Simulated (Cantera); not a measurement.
## Low-pressure radical oxidation in H2/O2

An isothermal, constant-pressure homogeneous reactor starts with 5.57 % H2, 94.4 % O2, equivalence ratio 0.029, at 973 K and 0.00630 bar.

Cantera simulation using GRI-Mech 3.0 (53 species, 325 reactions); the numbers are that mechanism's predictions, not measurements. Radical loss at walls, strong at low pressure, is not modelled. The temperature is held fixed by assumption; the heat of reaction is taken as removed at once.

```tsv
t (s)	x H2	x O2	x HO2	x H2O	x O	x OH
6.00e-6	0.0557	0.944	<1e-12	<1e-12	<1e-12	<1e-12
2.83e-5	0.0557	0.944	3.20e-12	<1e-12	<1e-12	<1e-12
0.000134	0.0557	0.944	1.51e-11	<1e-12	2.53e-12	2.17e-12
0.000632	0.0557	0.944	7.17e-11	3.38e-11	4.52e-11	2.67e-11
0.00298	0.0557	0.944	3.68e-10	3.83e-9	2.38e-9	1.06e-9
0.0141	0.0479	0.939	2.81e-6	0.00585	0.00302	0.00117
0.0665	0.000604	0.929	3.49e-6	0.0534	0.0118	0.00109
0.314	5.21e-5	0.941	1.56e-6	0.0570	0.00108	0.000299
1.48	2.23e-6	0.943	2.48e-7	0.0573	5.04e-5	6.43e-5
7.00	1.41e-7	0.943	2.77e-8	0.0573	3.58e-6	1.72e-5
```
x: mole fraction; the columns are a selection and need not sum to one.

Equilibrium at this temperature and pressure: H2 2.86e-11, O2 0.943, HO2 3.93e-10, H2O 0.0573, O 8.33e-10, OH 2.62e-7 (gas phase only).
